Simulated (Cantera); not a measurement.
## Premixed flame

A freely propagating, adiabatic, planar premixed flame of H2 : O2 : N2 = 1 : 0.185 : 0.696 (molar parts), equivalence ratio 2.7, unburnt at 575 K and 1050 Torr; multicomponent transport, grid criteria slope 0.08 and curve 0.16, no radiation.

Cantera simulation using the H2/O2 subset of GRI-Mech 3.0, which has no nitrogen chemistry; the numbers are that mechanism's predictions, not measurements. Burning velocities carry a grid error of a few per cent, more on coarse grids.

| z (mm) | T (K) | u (m/s) | x H2 | x O2 | x O | x HO2 | x H2O | x H2O2 |
|---|---|---|---|---|---|---|---|---|
| -0.921 | 575 | 7.52 | 0.532 | 0.0984 | <1e-8 | <1e-8 | <1e-8 | <1e-8 |
| -0.614 | 575 | 7.52 | 0.532 | 0.0984 | <1e-8 | <1e-8 | <1e-8 | <1e-8 |
| -0.460 | 575 | 7.52 | 0.532 | 0.0984 | <1e-8 | <1e-8 | <1e-8 | <1e-8 |
| -0.307 | 575 | 7.53 | 0.532 | 0.0984 | <1e-8 | 1.33e-6 | 6.28e-7 | <1e-8 |
| -0.153 | 617 | 8.04 | 0.528 | 0.0977 | 1.78e-5 | 0.000304 | 0.00196 | 6.98e-6 |
| -0.0767 | 855 | 10.9 | 0.500 | 0.0895 | 0.000252 | 0.000177 | 0.0236 | 9.73e-6 |
| 0 | 1214 | 15.1 | 0.421 | 0.0582 | 0.00159 | 7.68e-5 | 0.0921 | 1.54e-6 |
| 0.0767 | 1458 | 18.0 | 0.348 | 0.0177 | 0.00149 | 2.23e-5 | 0.172 | 5.81e-7 |
| 0.153 | 1565 | 19.2 | 0.327 | 0.00359 | 0.000615 | 4.34e-6 | 0.201 | 2.96e-7 |
| 0.307 | 1663 | 20.2 | 0.329 | 0.000271 | 0.000298 | 3.18e-7 | 0.209 | 1.89e-7 |
| 0.614 | 1760 | 21.3 | 0.338 | 6.04e-5 | 0.000206 | 8.30e-8 | 0.211 | 1.22e-7 |
| 1.23 | 1852 | 22.2 | 0.347 | 3.37e-5 | 0.000124 | 5.02e-8 | 0.213 | 6.65e-8 |
| 2.46 | 1930 | 23.0 | 0.355 | 1.65e-5 | 6.17e-5 | 2.73e-8 | 0.214 | 3.20e-8 |
x: mole fraction of selected species; z is measured from the peak of heat release.

```json
{
  "laminar_burning_velocity": "752 cm/s",
  "thermal_thickness": "0.307 mm",
  "peak x(O)": "0.00190",
  "peak x(HO2)": "0.000314",
  "peak x(H2O2)": "1.21e-5",
  "grid_points": "126"
}
```
